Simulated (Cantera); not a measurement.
# Hydrogen reduction and annealing atmospheres: Al2O3 + H2 + N2

A closed system holds: 1 mol Al2O3, 33 mol H2, 84 mol N2, held at 1377 °C.

Cantera equilibrium calculation (NASA polynomials, part measured and part estimated; ideal gas, pure solids and liquids). Candidate condensed phases: Al, AlN, Al2O3, H2O; 35 gas species. Mutual solubility and eutectic melting of coexisting phases are not modelled. Rates play no part.

From 0.0750 Torr to 12.8 Torr the condensed part is Al2O3(s). From 45.0 Torr to 7500 Torr the condensed part is AlN(s) + Al2O3(s).

```csv
P (Pa),log p N2,log p H2,log p H,log p NH3,log p H2O,log p Al,log p Al2O,log p AlOH,n Al2O3(s),n AlN(s)
10,-4.14,-4.55,-6.32,-13.29,-8.52,-8.72,-10.27,-10.31,0.999,0
36,-3.59,-4.00,-6.04,-12.17,-8.18,-8.39,-9.82,-9.92,0.999,0
130,-3.03,-3.44,-5.76,-11.06,-7.84,-8.06,-9.38,-9.53,1.000,0
460,-2.48,-2.89,-5.49,-9.96,-7.51,-7.74,-8.95,-9.15,1.000,0
1700,-1.91,-2.32,-5.20,-8.82,-7.16,-7.41,-8.51,-8.76,1.000,0
6000,-1.37,-1.77,-4.93,-7.73,-6.54,-7.51,-8.66,-8.52,1.000,0.000299
22000,-0.80,-1.21,-4.65,-6.60,-5.79,-7.79,-9.03,-8.33,1.000,0.000563
77000,-0.26,-0.66,-4.37,-5.51,-5.07,-8.07,-9.40,-8.15,1.000,0.000870
280000,0.30,-0.10,-4.09,-4.39,-4.32,-8.35,-9.77,-7.96,0.999,0.00134
1000000,0.86,0.45,-3.82,-3.28,-3.58,-8.62,-10.14,-7.78,0.999,0.00205
```
log p: log10 of the partial pressure in bar; n: condensed amount in mol.
